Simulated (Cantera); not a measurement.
Cantera run:

```python
import numpy as np
import cantera as ct

gas_names = [...]  # 136 gases of nasa_gas.yaml made of C, H, N, O
cond_names = """
    C(gr) C6H6(L) C7H8(L) C8H18(L),n-octa H2O(s) H2O(L)
""".split()


# ... load() reads the species with a 1 bar reference pressure and builds the phases ...
atoms = {
    'C2H6': {'C': 2, 'H': 6},
    'O2': {'O': 2},
    'N2': {'N': 2},
    'H2O': {'H': 2, 'O': 1},
}
top_T = {'C(gr)': 4500}  # K; cautious upper limits of use, not melting points


# ... equilibrate(T, P, feed) seeds the gas with the atoms and calls Mixture.equilibrate('TP', solver="vcs", rtol=1e-11, max_steps=5000) ...
results = []
feed = {'C2H6': 1, 'O2': 0.1, 'N2': 3, 'H2O': 1.2}  # mol
T = 2225  # K
for P in [10, 160, 2500, 40000, 630000, 10000000]:
    mix = equilibrate(T, P, feed)
    results.append((T, P, feed, dict(zip(mix.species_names, mix.species_moles))))
    x = sorted(zip(gas.X, gas.species_names), reverse=True)
    print(f"T = {T:g} K  P = {P:g} Pa  gas = {mix.phase_moles(0):.4g} mol")
    print("   x: " + "  ".join(f"{s} {v:.3e}" for v, s in x if v > 1e-06))
    print("   condensed (mol): " + ("  ".join(f"{mix.phase(i).name} {mix.phase_moles(i):.4g}"
          for i in range(1, mix.n_phases) if mix.phase_moles(i) > 1e-12) or "none"))
```

Result:

```
T = 2225 K  P = 10 Pa  gas = 10.24 mol
   x: H 3.203e-01  N2 2.880e-01  H2 2.445e-01  CO 1.367e-01  HCN 8.663e-03  C2H2,acetylene 7.171e-04  HNC 7.101e-04  CN 4.231e-04  C3 3.985e-05  C2H 3.485e-05  C 2.370e-05  C2N2 3.500e-06  C2 3.494e-06
   condensed (mol): C(gr) 0.4826
T = 2225 K  P = 160 Pa  gas = 9.067 mol
   x: H2 4.041e-01  N2 3.244e-01  CO 1.544e-01  H 1.029e-01  HCN 1.182e-02  C2H2,acetylene 1.185e-03  HNC 9.690e-04  CN 1.123e-04  C2H 1.120e-05  C2N2 3.943e-06  C3 2.491e-06  C 1.481e-06  C4H2 1.418e-06
   condensed (mol): C(gr) 0.4611
T = 2225 K  P = 2500 Pa  gas = 8.721 mol
   x: H2 4.594e-01  N2 3.370e-01  CO 1.605e-01  H 2.777e-02  HCN 1.285e-02  C2H2,acetylene 1.348e-03  HNC 1.053e-03  CN 2.895e-05  C2N2 4.096e-06  C2H 3.022e-06  C4H2 1.612e-06  CH3 1.515e-06  CH4 1.315e-06
   condensed (mol): C(gr) 0.4548
T = 2225 K  P = 40000 Pa  gas = 8.63 mol
   x: H2 4.746e-01  N2 3.405e-01  CO 1.622e-01  HCN 1.312e-02  H 7.055e-03  C2H2,acetylene 1.392e-03  HNC 1.076e-03  CH4 2.246e-05  CN 7.274e-06  CH3 6.365e-06  C2N2 4.138e-06  C4H2 1.665e-06  H2O 1.620e-06  NH3 1.095e-06
   condensed (mol): C(gr) 0.453
T = 2225 K  P = 630000 Pa  gas = 8.604 mol
   x: H2 4.779e-01  N2 3.415e-01  CO 1.627e-01  HCN 1.319e-02  H 1.784e-03  C2H2,acetylene 1.402e-03  HNC 1.081e-03  CH4 3.586e-04  H2O 2.577e-05  CH3 2.552e-05  NH3 1.746e-05  C2H4 9.195e-06  C2N2 4.151e-06  CH3CN 4.130e-06  CN 1.836e-06  C4H2 1.677e-06  CO2 1.636e-06
   condensed (mol): C(gr) 0.4496
T = 2225 K  P = 1e+07 Pa  gas = 8.546 mol
   x: H2 4.703e-01  N2 3.437e-01  CO 1.633e-01  HCN 1.313e-02  CH4 5.514e-03  C2H2,acetylene 1.380e-03  HNC 1.076e-03  H 4.442e-04  H2O 4.042e-04  NH3 2.715e-04  C2H4 1.414e-04  CH3 9.929e-05  CH3CN 6.422e-05  CO2 2.617e-05  C2N2 4.178e-06  C3H4,propyne 3.196e-06  HCHO,formaldehy 3.107e-06  CH2CO,ketene 1.805e-06  C4H2 1.651e-06  HCO 1.642e-06  HNCO 1.466e-06  C2H6 1.446e-06  C3H4,allene 1.322e-06  C2H3,vinyl 1.186e-06
   condensed (mol): C(gr) 0.4069
```

Method: chemical equilibrium by Gibbs-energy minimisation in Cantera with the NASA 1993 tables (ideal gas, pure condensed phases). The ideal-gas law is rough above about 30 bar.
